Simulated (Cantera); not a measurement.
What does this Cantera script print?

```python
import numpy as np
import cantera as ct

gas_names = [...]  # 123 gases of nasa_gas.yaml made of C, H, O, Si
cond_names = """
    C(gr) C6H6(L) C7H8(L) C8H18(L),n-octa H2O(s) H2O(L) Si(cr) Si(L) SiC(b) SiO2(Lqz) SiO2(hqz) SiO2(L)
""".split()


# ... load() reads the species with a 1 bar reference pressure and builds the phases ...
atoms = {
    'Si': {'Si': 1},
    'CO2': {'C': 1, 'O': 2},
    'H2': {'H': 2},
}
top_T = {'C(gr)': 4500, 'SiC(b)': 3050}  # K; cautious upper limits of use, not melting points


# ... equilibrate(T, P, feed) seeds the gas with the atoms and calls Mixture.equilibrate('TP', solver="vcs", rtol=1e-11, max_steps=5000) ...
results = []
feed = {'Si': 1, 'CO2': 0.44, 'H2': 3.9}  # mol
T = 1573.15  # K
P = 4.2  # Pa
mix = equilibrate(T, P, feed)
results.append((T, P, feed, dict(zip(mix.species_names, mix.species_moles))))
x = sorted(zip(gas.X, gas.species_names), reverse=True)
print(f"T = {T:g} K  P = {P:g} Pa  gas = {mix.phase_moles(0):.4g} mol")
print("   x: " + "  ".join(f"{s} {v:.3e}" for v, s in x if v > 0.001))
print("   condensed (mol): " + ("  ".join(f"{mix.phase(i).name} {mix.phase_moles(i):.4g}"
      for i in range(1, mix.n_phases) if mix.phase_moles(i) > 1e-12) or "none"))
```

Output:

```
T = 1573.15 K  P = 4.2 Pa  gas = 4.796 mol
   x: H2 8.103e-01  SiO 1.499e-01  CO 3.362e-02  H 5.657e-03
   condensed (mol): SiC(b) 0.2787
```

Equilibrium computed with Cantera from the NASA thermochemical tables; the gas is ideal and each condensed phase is pure.
